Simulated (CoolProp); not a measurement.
A single-stage vapour-compression cycle with the fluid: evaporating at 292.15 K (dew point), condensing at 340.15 K (bubble point), superheat 0 K, subcooling 8 K, compressor efficiency 0.7, no pressure losses. The same conditions are run with several fluids, on thermodynamics alone (safety and materials aside).

Model: reference Helmholtz-energy equation of state of each fluid (isobutane: Bücker 2006; neopentane: Lemmon 2006; n-perfluorobutane: Gao 2022; isohexane: Lemmon 2006; n-butane: Bücker 2006; chloromethane (R40): Thol 2014), in CoolProp.

```csv
fluid,cooling COP,pressure ratio,discharge temperature (K),refrigerating effect (kJ/kg),volumetric capacity (kJ/m³)
isobutane,3.47,3.47,342.5,234,1800
neopentane,3.49,3.88,340.1,212,941
n-perfluorobutane,2.77,3.89,340.1,43.4,1020
isohexane,3.67,5.72,340.2,259,204
n-butane,3.58,3.75,343.4,266,1370
chloromethane (R40),3.66,3.46,398.8,314,3490
```

The compression ends wet for: neopentane; n-perfluorobutane; isohexane.
